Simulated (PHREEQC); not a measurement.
**Leach liquor (model solution)**

A solution holds 0.0016 mol H2SO4, 0.00051 mol CuSO4 and 0.002 mol MgSO4 per kg of water, at 25 °C. Closed to the air; pH follows from the charge balance.

Computed with PHREEQC (ion-association model, phreeqc.dat).

Precipitation was switched off in this run.

Problem. Estimate the pH, specific conductance.

Solution. pH 2.61; specific conductance 1490 µS/cm.

Problem. In which forms is Mg present?

Solution. Mg+2 77 %, MgSO4 23 % of the Mg.
